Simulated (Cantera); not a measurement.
Input: 1 mol TiCl4, 0.24 mol NH3, 17 mol N2, at 1875 °C and 1.00 bar.

These are equilibrium values from Cantera (NASA tables, ideal gas, pure condensed phases), not measurements of a reactor. Candidate condensed phases: NH4Cl, Ti, TiCl2, TiCl3, TiCl4, TiN; 17 gas species. The tables' values for TiCl2 are old estimates; treat these amounts as uncertain. Kinetics and transport are ignored.

Base state: N2 0.904, TiCl3 0.0395, HCl 0.0371, TiCl4 0.0116, Cl 0.00574, TiCl2 0.00171, H2 0.000390, H 8.24e-5 (mole fractions); condensed: gas only.

**Question.** What changes in the equilibrium state with this change: temperature from 1875 °C to 1650 °C?

**Answer.** 
```tsv
species	before	after
N2	0.904	0.909
HCl	0.0371	0.0366
TiCl3	0.0395	0.0362
Cl	0.00574	0.000910
TiCl4	0.0116	0.0162
Cl2	2.11e-5	2.80e-6
H	8.24e-5	2.68e-5
TiCl2	0.00171	0.000618
```
